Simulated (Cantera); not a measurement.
Input: 1 mol Fe(CO)5, 0.12 mol O2, 0.15 mol H2, equilibrated at 500 °C and 43.0 Pa.

Equilibrium computed with Cantera from the NASA thermochemical tables; the gas is ideal and each condensed phase is pure. Candidate condensed phases: C, C6H6, C7H8, C8H18, Fe, Fe(CO)5, FeO, Fe(OH)2, Fe(OH)3, Fe2O3, Fe3O4, H2O; 114 gas species. Condensed phases not in the tables: cementite and carbon dissolved in iron. Rates play no part.

Base state: CO 0.888, CO2 0.0823, H2 0.0296, H2O 0.000536 (mole fractions); condensed: C(graphite) + Fe(α).

### Question
What changes in the equilibrium state with this change: temperature from 500 °C to 877 °C?

### Answer
```json
[
 {"species": "CO", "before": "0.888", "after": "0.926"},
 {"species": "CO2", "before": "0.0823", "after": "0.0450"},
 {"species": "H2", "before": "0.0296", "after": "0.0275"},
 {"species": "H2O", "before": "0.000536", "after": "0.00159"},
 {"species": "C(graphite), mol", "before": "0.172", "after": "0"},
 {"species": "Fe(α), mol", "before": "1.00", "after": "1.00"}
]
```
